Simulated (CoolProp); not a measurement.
The fluid at 469.87 K and 0.146 MPa flows at 0.063 m/s in a round tube of 50 mm bore and 1.5 µm roughness, fully developed (64/Re and Nu = 3.66 if laminar; Colebrook and Gnielinski if turbulent). The same conditions are run with several fluids, on thermodynamics alone (safety and materials aside).

Values from CoolProp's reference Helmholtz-energy equation of state of each fluid (c-C4F8 (RC318): Platzer 1990; R407C: Lemmon 2003; CF4 (R14): Platzer 1990; R22: Kamei 1995; normal hydrogen: Leachman 2009). The equations of Platzer and Polt are older, rougher fits. Blends and air are pseudo-pure fits.

```tsv
fluid	Reynolds number	Darcy friction factor	pressure drop (Pa/m)	heat-transfer coefficient (W/(m² K))	mass flow (kg/h)
c-C4F8 (RC318)	1320	0.0485	0.0145	1.76	3.36
R407C	[?]	0.122	0.0157	1.93	[?]
CF4 (R14)	414	0.154	[?]	2.18	1.46
R22	478	0.134	0.0172	1.82	1.45
normal hydrogen	19.4	[?]	0.00984	19.0	0.0335
```

**Question.** Complete the blanks.

**Answer.** 
- R407C, Reynolds number: 525
- R407C, mass flow (kg/h): 1.44
- CF4 (R14), pressure drop (Pa/m): 0.0202
- normal hydrogen, Darcy friction factor: 3.29

Transport values come from each fluid's own correlations; those of c-C4F8 (RC318), CF4 (R14), R22 are estimates that may be off by 10 % or more.
